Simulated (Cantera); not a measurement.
## Equilibrium for carbothermic reduction: SiO2 + CH4 + CO

Feed: 1 mol SiO2, 1.3 mol CH4, 0.28 mol CO, at 0.840 bar.

These are equilibrium values from Cantera (NASA tables, ideal gas, pure condensed phases), not measurements of a reactor. Candidate condensed phases: C, C6H6, C7H8, C8H18, H2O, Si, SiC, SiO2; 123 gas species. Mutual solubility and eutectic melting of coexisting phases are not modelled. The tables hold silica as quartz up to 1696 K and as liquid above; real silica turns to tridymite and cristobalite and melts near 1996 K. Gases not in the tables: Si2H6 and higher silanes. Rates play no part.

```
T (°C)   x H2   x CO   x SiO       x H      x Si     x H2O   x SiH2  n SiC(s)  n SiO2(condensed)
------  -----  -----  ------  --------  --------  --------  -------  --------  -----------------
1575    0.667  0.304  0.0290  0.000472   8.64e-7  0.000149  3.21e-6     0.396              0.491
1600    0.653  0.303  0.0435  0.000569   1.60e-6  0.000154  4.89e-6     0.376              0.451
1625    0.634  0.301  0.0644  0.000679   2.93e-6  0.000157  7.30e-6     0.345              0.390
1650    0.606  0.299  0.0945  0.000800   5.27e-6  0.000157  1.06e-5     0.298              0.296
1675    0.566  0.296   0.137  0.000927   9.36e-6  0.000153  1.50e-5     0.223              0.146
1700    0.532  0.293   0.174   0.00107   1.53e-5  0.000141  1.97e-5     0.150                  0
1725    0.532  0.293   0.174   0.00128   2.21e-5  0.000124  2.43e-5     0.150                  0
1750    0.532  0.293   0.174   0.00151   3.14e-5  0.000109  2.98e-5     0.150                  0
1775    0.531  0.293   0.174   0.00178   4.44e-5   9.61e-5  3.63e-5     0.150                  0
1800    0.531  0.293   0.174   0.00209   6.21e-5   8.52e-5  4.41e-5     0.150                  0
1825    0.531  0.293   0.174   0.00245   8.63e-5   7.56e-5  5.32e-5     0.150                  0
1850    0.530  0.293   0.174   0.00285  0.000119   6.74e-5  6.39e-5     0.149                  0
1875    0.530  0.293   0.174   0.00331  0.000163   6.02e-5  7.65e-5     0.149                  0
```
x: gas mole fraction; n: condensed amount in mol.

From 1575 °C to 1675 °C the condensed part is SiC(s) + SiO2(condensed). From 1700 °C to 1875 °C the condensed part is SiC(s). The main Si-bearing gas is SiO throughout.
